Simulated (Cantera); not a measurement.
**Catalytic combustion on Pt**

An isothermal plug-flow reactor at 900 K and 2.27 atm (inlet), inlet velocity 3.5 m/s, active area per volume 8000 1/m; feed 0.482 % H2, 1.98 % O2, 97.5 % N2.

Cantera simulation using Deutschmann's 1995 Pt surface mechanism with GRI-Mech 3.0 gas chemistry; the numbers are that mechanism's predictions, not measurements. Catalytic surfaces can have several steady states; this one follows from the mechanism file's or the stated starting coverage. Mass transfer to the wall is taken as infinitely fast.

```csv
z (m),x H2,x O2,x H2O,θ free Pt,θ O*,θ OH*
6.5e-05,0.00112,0.0179,0.00370,0.185,0.813,0.00254
0.00011,0.000596,0.0177,0.00423,0.158,0.839,0.00246
0.00018,0.000250,0.0175,0.00458,0.144,0.854,0.00242
0.0003,6.23e-5,0.0174,0.00476,0.137,0.860,0.00239
0.0005,6.54e-6,0.0174,0.00482,0.135,0.862,0.00238
0.00084,1.45e-7,0.0174,0.00483,0.135,0.863,0.00238
0.0014,2.77e-10,0.0174,0.00483,0.135,0.863,0.00238
0.0023,1.84e-12,0.0174,0.00483,0.135,0.863,0.00238
0.0039,1.83e-12,0.0174,0.00483,0.135,0.863,0.00238
0.0065,1.83e-12,0.0174,0.00483,0.135,0.863,0.00238
```
x: gas mole fraction; θ: surface coverage.
